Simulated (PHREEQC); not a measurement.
A made-up water analysis in mg/L, 20 °C, pH 6.73, pe 10.1:

```csv
constituent,mg/L
Na,15.7
K,8.74
Ca,34.1
Mg,3.42
Cl,37
S(6) as SO4,17.6
Alkalinity as HCO3,87.9
Sr,0.913
Br,1.51
```

Valence states are taken as typed.

Equilibrium calculation in PHREEQC: ion-association model, phreeqc.dat.

```yaml
ionic_strength: 0.00398 mol/kgw
specific_conductance: 279 µS/cm
charge_balance_error: 0.7 %
```

```csv
species,molality,activity,log γ
HCO3-,0.00143,0.00134,-0.029
Cl-,0.00104,0.000975,-0.030
Ca+2,0.000826,0.000634,-0.115
Na+,0.000682,0.000638,-0.029
CO2,0.000599,0.000599,0.000
K+,0.000223,0.000209,-0.030
```

Precipitation was switched off in this run.
